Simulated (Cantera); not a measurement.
Input (Python, Cantera):

```python
import numpy as np
import cantera as ct

gas = ct.Solution("gri30.yaml", transport_model="mixture-averaged")
show = ['OH', 'CO2', 'NH3']

rows = []
print(f"{'T/K':>7s}{'rho':>11s}{'cp':>10s}{'mu':>11s}{'lambda':>11s}{'Pr':>7s}" + "".join(f"{'D_' + s:>11s}" for s in show))
for T in [400, 650, 900, 1150, 1400, 1650, 1900, 2150]:
    gas.TPX = T, 63000, {'CO2': 0.98, 'C2H6': 0.44}
    Pr = gas.cp_mass * gas.viscosity / gas.thermal_conductivity
    D = [gas.mix_diff_coeffs_mole[gas.species_index(s)] for s in show]
    rows.append([gas.density, gas.cp_mass, gas.viscosity, gas.thermal_conductivity, Pr, *D])
    print(f"{T:7g}{gas.density:11.4e}{gas.cp_mass:10.1f}{gas.viscosity:11.4e}"
          f"{gas.thermal_conductivity:11.4e}{Pr:7.3f}" + "".join(f"{d:11.4e}" for d in D))
print("SI units: kg/m3, J/kg/K, Pa s, W/m/K, m2/s")
```

It prints:

```
    T/K        rho        cp         mu     lambda     Pr       D_OH      D_CO2      D_NH3
    400 7.5184e-01    1226.4 1.7405e-05 2.8160e-02  0.758 6.4752e-05 2.9898e-05 4.3859e-05
    650 4.6267e-01    1582.6 2.6196e-05 5.3318e-02  0.778 1.5087e-04 7.3013e-05 1.1123e-04
    900 3.3415e-01    1821.8 3.3529e-05 7.7422e-02  0.789 2.6230e-04 1.2973e-04 2.0184e-04
   1150 2.6151e-01    1996.0 3.9954e-05 9.9705e-02  0.800 3.9604e-04 1.9814e-04 3.1212e-04
   1400 2.1481e-01    2116.7 4.5761e-05 1.2025e-01  0.806 5.5015e-04 2.7706e-04 4.3987e-04
   1650 1.8226e-01    2203.0 5.1122e-05 1.3927e-01  0.809 7.2327e-04 3.6572e-04 5.8360e-04
   1900 1.5828e-01    2264.3 5.6148e-05 1.5696e-01  0.810 9.1433e-04 4.6354e-04 7.4231e-04
   2150 1.3988e-01    2308.6 6.0912e-05 1.7351e-01  0.810 1.1225e-03 5.7010e-04 9.1525e-04
SI units: kg/m3, J/kg/K, Pa s, W/m/K, m2/s
```

Model: GRI-Mech 3.0 (53 species, 325 reactions), integrated in Cantera. The composition is frozen, though it would react at the higher temperatures.
